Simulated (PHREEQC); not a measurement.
Make-up at 5.4 °C: 0.0054 mol/kgw HF, 0.00011 mol/kgw CsF, 1.1e-05 mol/kgw H4SiO4 and 0.072 mol/kgw HCl. Closed to the air; pH follows from the charge balance.

All values are PHREEQC results (ion-association model, wateq4f.dat), not measurements.

No solid was allowed to form.

Q: Order these F species by the share of F that they hold, largest first: HF, H2F2, SiF6-2, F-.

A: HF (92 %), H2F2 (4.9 %), F- (1.8 %), SiF6-2 (1.2 %)

The pH is 1.22 and the ionic strength 0.0721 mol/kgw. Away from 25 °C the constants follow the database's enthalpies or fits; those with neither stay at their 25 °C values. SiF6-2 is the database's only silicon fluoride.
